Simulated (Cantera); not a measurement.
Input: 1 mol Si2Cl6, 38 mol N2, 60 mol H2, at 8.10 Pa.

Equilibrium computed with Cantera from the NASA thermochemical tables; the gas is ideal and each condensed phase is pure. Candidate condensed phases: NH4Cl, Si, Si3N4; 28 gas species. The feed counts by its element totals alone. N2 is the only nitrogen source here; it is nearly inert below about 1500 K, so the nitride shown seldom forms there in practice. The tables' values for SiCl, SiCl3 are old estimates; treat these amounts as uncertain. Equilibrium is a limit: real reactors are often held back by kinetics, nucleation or transport.

x: gas mole fraction; n: condensed amount in mol.

```tsv
T (K)	x H2	x N2	x HCl	x SiCl2	x H	x Si	x Cl	n Si3N4(s)	n Si(s)
1025	0.572	0.368	0.0602	1.57e-6	3.66e-7	<1e-12	3.55e-8	0.667	0
1075	0.572	0.368	0.0602	6.67e-6	1.23e-6	<1e-12	1.17e-7	0.666	0
1125	0.572	0.368	0.0601	2.48e-5	3.73e-6	1.60e-12	3.49e-7	0.666	0
1175	0.572	0.368	0.0600	8.22e-5	1.03e-5	3.78e-11	9.45e-7	0.664	0
1225	0.572	0.368	0.0597	[?]	[?]	[?]	[?]	0.658	0
1275	0.572	0.368	0.0588	0.000654	6.20e-5	9.93e-9	5.41e-6	0.645	0
1325	0.573	0.369	0.0570	0.00156	0.000138	1.17e-7	1.15e-5	0.614	0
1375	0.574	0.369	0.0535	0.00325	0.000288	1.15e-6	2.23e-5	0.558	0
1425	0.575	0.370	0.0482	0.00585	0.000575	9.56e-6	3.94e-5	0.470	0
1475	0.577	0.372	0.0415	0.00910	0.00109	6.88e-5	6.37e-5	0.358	0
1525	0.572	0.376	0.0404	0.00935	0.00199	0.000233	0.000113	0	1.02
1575	0.571	0.375	0.0399	0.00948	[?]	[?]	[?]	0	0.951
1625	0.568	0.374	0.0394	0.00956	0.00591	0.00201	0.000322	0	0.790
```

Q: Some entries are withheld; supply them.

A: 
- 1575, x H: 0.00349
- 1575, x Si: 0.000709
- 1575, x Cl: 0.000194
- 1225, x SiCl2: 0.000245
- 1225, x H: 2.62e-5
- 1225, x Si: 6.88e-10
- 1225, x Cl: 2.35e-6
